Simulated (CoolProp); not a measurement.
Model: reference Helmholtz-energy equation of state, de Reuck 1990, in CoolProp.

Question: Give the vapour pressure (MPa), enthalpy of vaporisation (kJ/kg), surface tension (mN/m) of saturated fluorine at 115.1, 121.8 K.

Answer: 
```csv
T (K),p (MPa),enthalpy of vaporisation (kJ/kg),surface tension (mN/m)
115.1,1.23,137,5.70
121.8,1.80,124,4.16
```

Surface tension comes from a separate correlation (Mulero 2012).
